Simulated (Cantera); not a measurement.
## Equilibrium for fluorocarbon and chlorocarbon gases: CF4 + Si

Feed: 1 mol CF4, 0.07 mol Si, equilibrated at 0.000480 bar.

Equilibrium computed with Cantera from the NASA thermochemical tables; the gas is ideal and each condensed phase is pure. Candidate condensed phases: C, Si, SiC; 23 gas species. The tables' values for SiF3, SiF2 are old estimates; treat these amounts as uncertain. Gases not in the tables: C2F6 and larger saturated fluorocarbons. The numbers say what is thermodynamically allowed, not how fast it happens.

From 1175 K to 1775 K the condensed part is C(graphite). From 1925 K to 2075 K nothing is condensed. From 2225 K to 2525 K the condensed part is C(graphite). The main Si-bearing gas is SiF4 throughout.

```json
[
 {"T (K)": "1175", "log p CF4": "-3.35", "log p F": "-9.59", "log p CF2": "-8.75", "log p SiF4": "-4.47", "log p CF": "-15.01", "log p CF3": "-9.21", "log p SiF3": "-13.56", "log p C3": "<-15", "n C(graphite)": "0.0700"},
 {"T (K)": "1325", "log p CF4": "-3.35", "log p F": "-8.00", "log p CF2": "-7.33", "log p SiF4": "-4.47", "log p CF": "-12.56", "log p CF3": "-8.06", "log p SiF3": "-12.08", "log p C3": "<-15", "n C(graphite)": "0.0700"},
 {"T (K)": "1475", "log p CF4": "-3.35", "log p F": "-6.73", "log p CF2": "-6.21", "log p SiF4": "-4.47", "log p CF": "-10.61", "log p CF3": "-7.15", "log p SiF3": "-10.91", "log p C3": "<-15", "n C(graphite)": "0.0694"},
 {"T (K)": "1625", "log p CF4": "-3.36", "log p F": "-5.70", "log p CF2": "-5.30", "log p SiF4": "-4.48", "log p CF": "-9.03", "log p CF3": "-6.41", "log p SiF3": "-9.96", "log p C3": "<-15", "n C(graphite)": "0.0656"},
 {"T (K)": "1775", "log p CF4": "-3.39", "log p F": "-4.84", "log p CF2": "-4.56", "log p SiF4": "-4.50", "log p CF": "-7.72", "log p CF3": "-5.83", "log p SiF3": "-9.17", "log p C3": "-13.28", "n C(graphite)": "0.0470"},
 {"T (K)": "1925", "log p CF4": "-3.54", "log p F": "-4.13", "log p CF2": "-4.05", "log p SiF4": "-4.58", "log p CF": "-6.73", "log p CF3": "-5.45", "log p SiF3": "-8.57", "log p C3": "-11.70", "n C(graphite)": "0"},
 {"T (K)": "2075", "log p CF4": "-4.11", "log p F": "-3.63", "log p CF2": "-3.84", "log p SiF4": "-4.79", "log p CF": "-5.99", "log p CF3": "-5.45", "log p SiF3": "-8.10", "log p C3": "-10.32", "n C(graphite)": "0"},
 {"T (K)": "2225", "log p CF4": "-5.42", "log p F": "-3.46", "log p CF2": "-3.94", "log p SiF4": "-4.95", "log p CF": "-5.37", "log p CF3": "-6.01", "log p SiF3": "-7.39", "log p C3": "-8.40", "n C(graphite)": "0.223"},
 {"T (K)": "2375", "log p CF4": "-6.98", "log p F": "-3.38", "log p CF2": "-4.31", "log p SiF4": "-5.02", "log p CF": "-5.05", "log p CF3": "-6.85", "log p SiF3": "-6.64", "log p C3": "-7.19", "n C(graphite)": "0.585"},
 {"T (K)": "2525", "log p CF4": "-8.54", "log p F": "-3.36", "log p CF2": "-4.74", "log p SiF4": "-5.10", "log p CF": "-4.81", "log p CF3": "-7.73", "log p SiF3": "-5.95", "log p C3": "-6.14", "n C(graphite)": "0.724"}
]
```
log p: log10 of the partial pressure in bar; n: condensed amount in mol.
